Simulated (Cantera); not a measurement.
**Reactions in the system Cl-Li-O**

Standard-state values (1 bar) from the NASA 1993 polynomials, evaluated with Cantera. Values are per mole of reaction as written; species without (g) are pure solids or liquids, kept so even where they would boil at 1 bar.

Cl₂(g) + Li₂O ⇌ O(g) + 2 LiCl(g)

```tsv
T (K)	ΔH° (kJ)	ΔS° (J/K)	ΔG° (kJ)	log10 K	condensed phases
1725	418.9	289.8	-81.0	2.45	Li₂O(s)
1825	414.9	287.5	-109.8	3.14	Li₂O(s)
1925	352.2	253.6	-135.9	3.69	Li₂O(l)
2025	348.1	251.5	-161.1	4.16	Li₂O(l)
2125	344.0	249.5	-186.2	4.58	Li₂O(l)
2225	339.9	247.6	-211.0	4.95	Li₂O(l)
2325	335.7	245.8	-235.7	5.29	Li₂O(l)
2425	331.5	244.0	-260.2	5.60	Li₂O(l)
2525	327.4	242.3	-284.5	5.89	Li₂O(l)
2625	323.2	240.7	-308.6	6.14	Li₂O(l)
```
